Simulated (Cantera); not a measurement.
## Gas-phase reforming

An isothermal, constant-pressure homogeneous reactor starts with CH4 : H2O = 1 : 0.73 (molar parts), at 2150 K and 668 Torr.

Cantera simulation using GRI-Mech 3.0 (53 species, 325 reactions); the numbers are that mechanism's predictions, not measurements. GRI-Mech 3.0 stops at C3 and has no aromatics, soot or wall deposition, so with more carbon than oxygen in the feed, carbon stays in small species such as C2H2 where larger ones or solid carbon would form.

```
t (s)        x CH4    x H2O    x C2H6       x O     x HO2
--------  --------  -------  --------  --------  --------
2.00e-6      0.560    0.419  0.000185   5.64e-8  6.78e-12
1.20e-5      0.382    0.382   0.00241   5.45e-7  1.46e-10
7.19e-5     0.0957    0.283  0.000189   2.87e-7  1.28e-10
0.000431    0.0207    0.222   1.04e-5   2.68e-7  1.09e-10
0.00258     0.0111    0.116   2.70e-6   1.66e-7  2.70e-11
0.0155     0.00410   0.0212   3.33e-7   3.67e-8    <1e-12
0.0928    0.000801  8.18e-5   1.62e-8  1.51e-10    <1e-12
0.557     0.000747  1.80e-6   1.47e-8  4.44e-12    <1e-12
3.34      0.000747  1.80e-6   1.47e-8  4.44e-12    <1e-12
20.0      0.000747  1.80e-6   1.47e-8  4.44e-12    <1e-12
```
x: mole fraction; the columns are a selection and need not sum to one.

Equilibrium at this temperature and pressure: CH4 0.000747, H2O 1.81e-6, C2H6 1.47e-8, O 4.46e-12, HO2 <1e-12 (gas phase only).
